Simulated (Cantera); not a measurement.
**Low-pressure radical oxidation in H2/O2**

An isothermal, constant-pressure homogeneous reactor starts with 0.794 % H2, 99.2 % O2, equivalence ratio 0.0040, at 1098 K and 320 Pa.

Detailed kinetics in Cantera: the H2/O2 subset of GRI-Mech 3.0, which has no nitrogen chemistry. Radical loss at walls, strong at low pressure, is not modelled.

```
t (s)        x H2   x O2     x H2O    x H2O2      x OH       x H     x HO2
--------  -------  -----  --------  --------  --------  --------  --------
9.00e-5   0.00794  0.992    <1e-12    <1e-12  2.61e-12  1.63e-11  1.89e-11
0.000232  0.00794  0.992    <1e-12    <1e-12  1.47e-11  3.42e-11  4.88e-11
0.000598  0.00794  0.992  7.76e-12    <1e-12  6.95e-11  5.93e-11  1.26e-10
0.00154   0.00794  0.992  8.25e-11    <1e-12  2.65e-10  9.66e-11  3.24e-10
0.00397   0.00794  0.992  8.02e-10    <1e-12   1.02e-9  2.27e-10  8.37e-10
0.0102    0.00794  0.992   1.14e-8    <1e-12   7.74e-9   1.40e-9   2.17e-9
0.0264    0.00793  0.992   1.17e-6  4.57e-12   6.54e-7   1.15e-7   7.33e-9
0.0680    0.00151  0.986   0.00548   2.67e-8   0.00117  0.000717   5.20e-7
0.175     2.79e-5  0.985   0.00751   3.79e-9  0.000447  0.000360   2.80e-7
0.452     2.46e-5  0.986   0.00756   3.78e-9  0.000420  0.000299   2.66e-7
1.16      1.86e-5  0.987   0.00765   3.77e-9  0.000366  0.000195   2.35e-7
3.00      1.03e-5  0.989   0.00777   3.67e-9  0.000272   7.91e-5   1.78e-7
```
x: mole fraction; the columns are a selection and need not sum to one.

Equilibrium at this temperature and pressure: H2 1.79e-10, O2 0.992, H2O 0.00797, H2O2 3.97e-12, OH 1.16e-6, H 5.88e-12, HO2 8.35e-10 (gas phase only).
